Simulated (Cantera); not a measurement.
Adiabatic ignition

An adiabatic, constant-pressure homogeneous reactor starts with 20.7 % H2, 16.7 % O2, 62.7 % N2, equivalence ratio 0.62, at 1050 K and 10.0 bar.

Cantera simulation using GRI-Mech 3.0 (53 species, 325 reactions); the numbers are that mechanism's predictions, not measurements. The hydrogen kinetics of GRI-Mech 3.0 are dated; newer H2 mechanisms differ, most at raised pressure.

```csv
t (s),T (K),x H2,x O2,x NO,x H2O2,x O,x NO2
9.00e-6,1050,0.207,0.167,<1e-12,2.42e-10,2.45e-11,<1e-12
2.88e-5,1050,0.207,0.167,<1e-12,2.49e-9,2.78e-11,<1e-12
9.19e-5,1050,0.207,0.167,<1e-12,2.53e-8,4.12e-11,<1e-12
0.000294,1050,0.207,0.167,<1e-12,2.72e-7,1.18e-10,<1e-12
0.000939,1050,0.207,0.167,<1e-12,6.22e-6,1.37e-9,<1e-12
0.00300,1075,0.204,0.165,<1e-12,0.000539,1.38e-7,<1e-12
0.00959,2461,0.00138,0.0646,0.00789,1.17e-6,0.000965,1.28e-5
0.0306,2456,0.00136,0.0632,0.0109,1.14e-6,0.000927,1.76e-5
0.0979,2456,0.00136,0.0632,0.0109,1.14e-6,0.000927,1.77e-5
0.313,2456,0.00136,0.0632,0.0109,1.14e-6,0.000927,1.77e-5
1.00,2456,0.00136,0.0632,0.0109,1.14e-6,0.000927,1.77e-5
```
x: mole fraction; the columns are a selection and need not sum to one.

```
Item                                                                Result
---------------------------------  ---------------------------------------
time of steepest temperature rise                                  3.41 ms
temperature at 1.00 s                                               2456 K
equilibrium temperature                                             2456 K
x(H2) at 1.00 s                    0.00136 (gas-phase equilibrium 0.00136)
x(O2) at 1.00 s                      0.0632 (gas-phase equilibrium 0.0632)
x(NO) at 1.00 s                      0.0109 (gas-phase equilibrium 0.0109)
```
